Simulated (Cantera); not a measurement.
Feed: 1 mol Fe(CO)₅, 0.23 mol CO, 23 mol N₂, at 1525 K and 0.00850 bar.

Method: chemical equilibrium by Gibbs-energy minimisation in Cantera with the NASA 1993 tables (ideal gas, pure condensed phases). Candidate condensed phases: C, Fe, Fe(CO)₅, FeO, Fe₂O₃, Fe₃O₄; 27 gas species. The numbers say what is thermodynamically allowed, not how fast it happens.

Base state: N₂ 0.815, CO 0.185, Fe 2.98e-5 (mole fractions); condensed: Fe(γ).

Task: What changes in the equilibrium state with this change: 0.058 mol O₂ added?

Result: 
| species | before | after |
|---|---|---|
| N₂ | 0.815 | 0.815 |
| CO | 0.185 | 0.181 |
| CO₂ | 1.56e-7 | 0.00411 |
| Fe | 2.98e-5 | 2.98e-5 |
| Fe(γ), mol | 0.999 | 0.999 |
